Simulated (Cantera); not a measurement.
What does this Cantera script print?

```python
import numpy as np
import cantera as ct

gas_names = """
    CL CLO CL2 H HCL HOCL HO2 H2 H2O H2O2 O OH O2 O3 Ti TiCL TiCL2 TiCL3 TiCL4 TiO TiOCL TiOCL2 TiO2
""".split()
cond_names = """
    H2O(s) H2O(L) Ti(a) Ti(b) Ti(L) TiCL2(s) TiCL3(s) TiCL4(L) TiO(a) TiO(b) TiO(L) TiO2(ru) TiO2(L)
    Ti2O3(a) Ti2O3(b) Ti2O3(L) Ti3O5(a) Ti3O5(b) Ti3O5(L) Ti4O7(s) Ti4O7(L)
""".split()


def load(file, names, dense=False):
    # The tables refer to 1 bar. Condensed volumes are neglected.
    table = {s.name: s for s in ct.Species.list_from_file(file)}
    out = []
    for n in names:
        d = dict(table[n].input_data)
        d["thermo"] = dict(d["thermo"], **{"reference-pressure": 1e5})
        if dense:
            d["equation-of-state"] = {"model": "constant-volume", "density": "1e6 g/cm^3"}
        out.append(ct.Species.from_dict(d))
    return out


gas = ct.Solution(thermo="ideal-gas", species=load("nasa_gas.yaml", gas_names))
cond = {s.name: ct.Solution(thermo="fixed-stoichiometry", species=[s], name=s.name)
        for s in load("nasa_condensed.yaml", cond_names, dense=True)}
atoms = {
    'TiO2': {'Ti': 1, 'O': 2},
    'HCl': {'H': 1, 'CL': 1},
    'H2': {'H': 2},
}
top_T = {'TiCL2(s)': 1300, 'TiCL3(s)': 1000}  # K; cautious upper limits of use, not melting points


def equilibrate(T, P, feed):
    n = {}
    for name, mol in feed.items():
        for a, k in atoms[name].items():
            n[a] = n.get(a, 0.0) + k * mol
    gas.TPX = T, P, n
    mass = sum(n.values()) * gas.mean_molecular_weight
    gas.equilibrate("TP")
    valid = [c for c in cond.values() if c.min_temp <= T <= top_T.get(c.name, c.max_temp)]
    mix = ct.Mixture([(gas, mass / gas.mean_molecular_weight)] + [(c, 0.0) for c in valid])
    mix.T, mix.P = T, P
    mix.equilibrate("TP", solver="vcs", rtol=1e-11, max_steps=5000)
    return mix


results = []
feed = {'TiO2': 1, 'HCl': 34, 'H2': 2.4}  # mol
P = 26  # Pa
for T in [1100, 1200, 1300, 1400, 1500, 1600, 1700, 1800]:
    mix = equilibrate(T, P, feed)
    results.append((T, P, feed, dict(zip(mix.species_names, mix.species_moles))))

top = {s: max(r[3][s] / sum(r[3][g] for g in gas_names) for r in results) for s in gas_names}
cols = sorted((s for s in top if top[s] > 0.0001), key=lambda s: -top[s])[:9]
seen = [c for c in cond_names if any(r[3].get(c, 0) > 1e-12 for r in results)]
print("log10 of partial pressures in bar; condensed amounts in mol")
print(f"{'T/K':>10s}" + "".join(f"{s[:9]:>10s}" for s in cols + seen))
for T, P, feed, n in results:
    ng = sum(n[g] for g in gas_names)
    print(f"{T:10.4g}" + "".join(f"{np.log10(max(n[s] / ng * P / 1e5, 1e-99)):10.3f}" for s in cols)
          + "".join(f"{n.get(c, 0):10.4g}" for c in seen))
```

Result:

```
log10 of partial pressures in bar; condensed amounts in mol
       T/K       HCL        H2        CL       H2O         H     TiCL3     TiCL4  TiO2(ru)  Ti4O7(s)
      1100    -3.615    -4.766    -8.867    -7.009    -9.970    -8.223    -7.367    0.9931         0
      1200    -3.615    -4.766    -7.999    -6.899    -9.088    -7.715    -7.359    0.9912         0
      1300    -3.615    -4.766    -7.262    -6.777    -8.339    -7.348    -7.414    0.9883         0
      1400    -3.616    -4.764    -6.631    -6.648    -7.695    -7.089    -7.517    0.9842         0
      1500    -3.618    -4.759    -6.086    -6.520    -7.134    -6.900    -7.645    0.9787         0
      1600    -3.622    -4.751    -5.613    -6.245    -6.640    -7.072    -8.096    0.7761   0.05242
      1700    -3.632    -4.729    -5.209    -5.955    -6.196    -7.334    -8.619    0.4266    0.1411
      1800    -3.653    -4.682    -4.874    -5.744    -5.787    -7.518    -9.058         0    0.2477
```

These are equilibrium values from Cantera (NASA tables, ideal gas, pure condensed phases), not measurements of a reactor. Mutual solubility and eutectic melting of coexisting phases are not modelled. The tables' values for TiCl2 are old estimates; treat these amounts as uncertain. Condensed phases not in the tables: Magnéli phases beyond Ti4O7, TiOCl.
